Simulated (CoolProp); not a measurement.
Model: reference Helmholtz-energy equation of state, Lemmon 2016, in CoolProp.

### Question
For R115, give the phase and the cp (kJ/(kg K)), cv (kJ/(kg K)), speed of sound (m/s) at 88.35 °C and 103 kPa.

### Answer
- 88.35 °C and 103 kPa: gas; cp 0.797, cv 0.741, speed of sound 143
